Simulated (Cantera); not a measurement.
Cantera run:

```python
import numpy as np
import cantera as ct

gas_names = [...]  # 114 gases of nasa_gas.yaml made of C, Fe, H, O
cond_names = """
    C(gr) C6H6(L) C7H8(L) C8H18(L),n-octa Fe(a) Fe(c) Fe(d) Fe(L) FeC5O5(L) FeO(s) FeO(L) Fe(OH)2(s)
    Fe(OH)3(s) Fe2O3(s) Fe3O4(s) H2O(s) H2O(L)
""".split()


# ... load() reads the species with a 1 bar reference pressure and builds the phases ...
atoms = {
    'Fe': {'Fe': 1},
    'CO2': {'C': 1, 'O': 2},
    'CO': {'C': 1, 'O': 1},
    'H2O': {'H': 2, 'O': 1},
}
top_T = {'C(gr)': 4500, 'Fe2O3(s)': 1830, 'Fe3O4(s)': 1870}  # K; cautious upper limits of use, not melting points


# ... equilibrate(T, P, feed) seeds the gas with the atoms and calls Mixture.equilibrate('TP', solver="vcs", rtol=1e-11, max_steps=5000) ...
results = []
feed = {'Fe': 1, 'CO2': 1.2, 'CO': 85, 'H2O': 0.11}  # mol
T = 1323.15  # K
for P in [10, 48, 230, 1100, 5500, 26000, 130000, 620000, 3000000]:
    mix = equilibrate(T, P, feed)
    results.append((T, P, feed, dict(zip(mix.species_names, mix.species_moles))))

top = {s: max(r[3][s] / sum(r[3][g] for g in gas_names) for r in results) for s in gas_names}
cols = sorted((s for s in top if top[s] > 1e-05), key=lambda s: -top[s])[:7]
seen = [c for c in cond_names if any(r[3].get(c, 0) > 1e-12 for r in results)]
print("log10 of partial pressures in bar; condensed amounts in mol")
print(f"{'P/Pa':>10s}" + "".join(f"{s[:9]:>10s}" for s in cols + seen))
for T, P, feed, n in results:
    ng = sum(n[g] for g in gas_names)
    print(f"{P:10.4g}" + "".join(f"{np.log10(max(n[s] / ng * P / 1e5, 1e-99)):10.3f}" for s in cols)
          + "".join(f"{n.get(c, 0):10.4g}" for c in seen))
```

Output:

```
log10 of partial pressures in bar; condensed amounts in mol
      P/Pa        CO       CO2        H2       H2O        Fe     C(gr)     Fe(c)
        10    -4.007    -5.820    -6.908    -8.452    -8.681         0    0.9982
        48    -3.326    -5.139    -6.226    -7.770    -8.681         0    0.9996
       230    -2.645    -4.458    -5.545    -7.089    -8.681         0    0.9999
      1100    -1.966    -3.778    -4.866    -6.410    -8.681         0         1
      5500    -1.267    -3.079    -4.167    -5.711    -8.681         0         1
   2.6e+04    -0.592    -2.405    -3.492    -5.036    -8.681         0         1
   1.3e+05     0.107    -1.706    -2.793    -4.337    -8.681         0         1
   6.2e+05     0.782    -0.841    -2.118    -3.472    -8.681     0.687         1
     3e+06     1.432     0.461    -1.463    -2.166    -8.681     6.406         1
```

These are equilibrium values from Cantera (NASA tables, ideal gas, pure condensed phases), not measurements of a reactor. Condensed phases not in the tables: cementite and carbon dissolved in iron.
